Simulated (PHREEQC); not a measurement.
Synthetic water in mg/L, 25 °C, pH 7.51, pe -1.1:

```
constituent           mg/L
------------------  ------
Na                    8.88
K                     17.4
Ca                    18.5
Mg                    13.1
Cl                    4.53
S(6) as SO4           44.5
Alkalinity as HCO3     109
Br                    2.45
Si as SiO2            2.34
B                    0.116
Mn(2)                 4.37
Li                  0.0891
```

Valence states are taken as typed.

The numbers come from PHREEQC with the ion-association model, wateq4f.dat.

Task: The ionic strength comes out as 0.00420 mol/kgw. What activity coefficients do MnHCO3+, SO4-2, HCO3-, Li+, Ca+2 get?

Result: MnHCO3+ 0.93, SO4-2 0.76, HCO3- 0.93, Li+ 0.94, Ca+2 0.76.

Precipitation was switched off in this run. The solution is supersaturated, for example in Rhodochrosite, so a real one may precipitate; this is no full list.
